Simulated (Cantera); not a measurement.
Charge: 1 mol Al(CH3)3, 11 mol N2, 2.2 mol H2, at 0.0230 bar.

Method: chemical equilibrium by Gibbs-energy minimisation in Cantera with the NASA 1993 tables (ideal gas, pure condensed phases). Candidate condensed phases: Al, AlN, C, C6H6, C7H8, C8H18; 97 gas species. The feed counts by its element totals alone. Equilibrium is a limit: real reactors are often held back by kinetics, nucleation or transport.

Question: At 1698 K, list the 6 most abundant gas species with their mole fractions, and the condensed phases.

Answer: N2 0.609, H2 0.388, HCN 0.00176, H 0.000594, HNC 5.24e-5, C2H2 (acetylene) 2.80e-5. Condensed: AlN(s) + C(graphite).
